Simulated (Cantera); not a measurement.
Feed: 1 mol HF, 0.014 mol SO2, 0.17 mol H2, equilibrated at 1425 K and 0.00133 bar.

Equilibrium computed with Cantera from the NASA thermochemical tables; the gas is ideal and each condensed phase is pure. Candidate condensed phases: H2O, H2SO4, S; 43 gas species. Kinetics and transport are ignored.

Base state: HF 0.850, H2 0.119, H2O 0.0236, S2 0.00490, H2S 0.00162, SH 0.000286, SO2 8.93e-5, SO 6.74e-5 (mole fractions); condensed: gas only.

What changes in the equilibrium state with this change: 0.008 mol H2S added?


```
species    before     after
-------  --------  --------
HF          0.850     0.842
H2          0.119     0.124
H2O        0.0236    0.0233
S2        0.00490   0.00789
H2S       0.00162   0.00215
SH       0.000286  0.000371
S         3.12e-5   3.96e-5
SO        6.74e-5   8.11e-5
```

What changes in the equilibrium state with this change: temperature from 1425 K to 748.15 K?


```csv
species,before,after
HF,0.850,0.855
H2,0.119,0.109
H2O,0.0236,0.0239
H2S,0.00162,0.0120
S2,0.00490,3.51e-7
SO2,8.93e-5,<1e-9
SO,6.74e-5,<1e-9
H,6.45e-5,<1e-9
```
